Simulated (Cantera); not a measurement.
Cantera run, input and output.

```python
import numpy as np
import cantera as ct

gas = ct.Solution("gri30.yaml")
gas.TPX = 525, 130000, {'C2H6': 1, 'O2': 2.33, 'N2': 8.77, 'H2O': 2, 'CO2': 0.073}
flame = ct.FreeFlame(gas, width=0.033)
flame.set_refine_criteria(ratio=3, slope=0.08, curve=0.16)
flame.transport_model = "mixture-averaged"
flame.solve(loglevel=0, auto=True)
z, T = flame.grid, flame.T
thick = (T[-1] - T[0]) / np.gradient(T, z).max()
show = ['C2H6', 'O2', 'H2O', 'OH', 'NO', 'HCN']
print(f"laminar burning velocity  {flame.velocity[0] * 100:.3f} cm/s")
print(f"burnt temperature         {T[-1]:.1f} K")
print(f"thermal thickness         {thick * 1e3:.4f} mm")
print(f"grid points               {len(z)}")
z0 = z[flame.heat_release_rate.argmax()]
print(f"{'z/mm':>9s}{'T/K':>9s}{'u/(m/s)':>9s}" + "".join(f"{s:>11s}" for s in show))
rows = []
for k in (-3, -2, -1.5, -1, -0.5, -0.25, 0, 0.25, 0.5, 1, 2, 4, 8):
    zz = z0 + k * thick
    rows.append([k * thick, np.interp(zz, z, T), np.interp(zz, z, flame.velocity),
                 *(np.interp(zz, z, flame.X[gas.species_index(s)]) for s in show)])
    print(f"{rows[-1][0] * 1e3:9.3f}{rows[-1][1]:9.1f}{rows[-1][2]:9.3f}" + "".join(f"{x:11.3e}" for x in rows[-1][3:]))
```

It prints:

```
laminar burning velocity  28.764 cm/s
burnt temperature         1898.6 K
thermal thickness         0.6969 mm
grid points               142
     z/mm      T/K  u/(m/s)       C2H6         O2        H2O         OH         NO        HCN
   -2.091    525.5    0.289  7.027e-02  1.636e-01  1.405e-01  1.070e-16  2.416e-11  3.205e-10
   -1.394    530.9    0.294  6.975e-02  1.621e-01  1.403e-01  1.767e-14  3.023e-10  5.510e-09
   -1.045    548.7    0.306  6.894e-02  1.595e-01  1.415e-01  3.024e-13  1.451e-09  2.962e-08
   -0.697    641.7    0.364  6.527e-02  1.492e-01  1.500e-01  2.149e-11  1.367e-08  2.293e-07
   -0.348    999.7    0.586  4.402e-02  1.090e-01  1.832e-01  4.848e-07  3.051e-07  1.546e-06
   -0.174   1321.2    0.795  1.748e-02  6.897e-02  2.134e-01  2.851e-05  1.148e-06  3.334e-06
    0.000   1624.3    0.997  1.176e-03  2.959e-02  2.405e-01  2.090e-04  2.268e-06  6.476e-06
    0.174   1783.3    1.098  3.421e-05  1.001e-02  2.519e-01  4.123e-04  3.969e-06  1.061e-05
    0.348   1845.7    1.135  6.877e-06  3.518e-03  2.536e-01  4.061e-04  5.473e-06  1.324e-05
    0.697   1883.7    1.156  1.389e-06  6.568e-04  2.515e-01  2.570e-04  6.971e-06  1.460e-05
    1.394   1898.5    1.164  3.261e-07  8.015e-05  2.485e-01  1.179e-04  7.728e-06  1.441e-05
    2.788   1902.7    1.166  1.124e-07  6.712e-06  2.463e-01  6.373e-05  8.032e-06  1.374e-05
    5.575   1903.0    1.167  7.264e-08  4.958e-07  2.446e-01  5.360e-05  8.457e-06  1.268e-05
```

Computed with Cantera and GRI-Mech 3.0 (53 species, 325 reactions). Burning velocities carry a grid error of a few per cent, more on coarse grids.
